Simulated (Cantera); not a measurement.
A closed system holds: 1 mol B₂H₆, 2.3 mol H₂, equilibrated at 1902 °C and 1200 Pa.

These are equilibrium values from Cantera (NASA tables, ideal gas, pure condensed phases), not measurements of a reactor. Candidate condensed phases: B; 7 gas species. The feed counts by its element totals alone. The tables' values for BH₂ are old estimates; treat these amounts as uncertain. Kinetics and transport are ignored.

Base state: H₂ 0.955, H 0.0436, BH₂ 0.00112, B 0.000161, BH 2.19e-5 (mole fractions); condensed: B(s).

What changes in the equilibrium state with this change: temperature from 1902 °C to 2050 °C?


```
species      before    after
---------  --------  -------
H₂            0.955    0.902
H            0.0436   0.0945
BH₂         0.00112  0.00207
B          0.000161  0.00113
BH          2.19e-5  9.64e-5
B(s), mol      1.99     1.98
```
